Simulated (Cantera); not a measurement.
A closed system holds: 1 mol BCl₃, 0.48 mol O₂, 0.63 mol N₂, held at 1027 °C and 1000 Pa.

Cantera equilibrium calculation (NASA polynomials, part measured and part estimated; ideal gas, pure solids and liquids). Candidate condensed phases: B, BN, B₂O₃; 25 gas species. The tables' values for BOCl are old estimates; treat these amounts as uncertain. The numbers say what is thermodynamically allowed, not how fast it happens.

Question: What is the equilibrium state?

Answer: 
```
Item                                 Value
-------------------------------  ---------
x(Cl₂)                               0.431
x(N₂)                                0.309
x(BCl₃)                              0.135
x(Cl)                               0.0814
x(B₃O₃Cl₃)                          0.0411
x(BOCl)                            0.00218
x(B₂O₃)                            1.86e-5
n(B₂O₃(l))                       0.235 mol
gas amount                       2.036 mol
log10 activity of B(s) (absent)     -12.87
```
